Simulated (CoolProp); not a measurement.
Vapour-liquid equilibrium of propane (1) + isobutane (2) at 0.619 MPa; x and y are mole fractions of (1).

The numbers come from the multi-fluid Helmholtz-energy mixture model, Lemmon 2009 and Bücker 2006; pair parameters Kunz 2012 in CoolProp.

```
x     bubble temperature (K)  y at the bubble point  dew temperature at overall composition x (K)  liquid density (mol/L)
----  ----------------------  ---------------------  --------------------------------------------  ----------------------
0.05                   316.4                  0.102                                         317.8                   9.129
0.15                   311.6                  0.278                                         315.1                   9.387
0.25                   307.1                  0.424                                         312.4                   9.645
0.35                   303.0                  0.547                                         309.4                   9.905
0.45                   299.2                  0.651                                         306.3                   10.17
0.55                   295.6                  0.740                                         302.9                   10.44
0.65                   292.3                  0.815                                         299.2                   10.71
0.75                   289.2                  0.879                                         295.2                   10.99
0.85                   286.2                  0.934                                         290.6                   11.27
0.95                   283.5                  0.980                                         285.3                   11.56
```

No azeotrope shows between x = 0.05 and 0.95.

Pair parameters are fitted to limited data, so mixtures are less certain than the pure fluids.
